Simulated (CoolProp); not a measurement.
A Linde-Hampson liquefier for ethane: isothermal reversible compression at 320 K from 1 atm to 10 MPa, throttling to 1 atm, return gas leaving the recuperator 2 K below the feed. Each further row changes one setting.

Model: reference Helmholtz-energy equation of state, Bücker 2006, in CoolProp.

```
case                        liquid yield per pass  compression work (kJ/kg of gas)
--------------------------  ---------------------  -------------------------------
as stated                                   0.430                              338
high pressure 20 MPa                        0.462                              366
warm-end temperature 350 K                  0.285                              395
warm-end gap 7 K                            0.423                              338
```
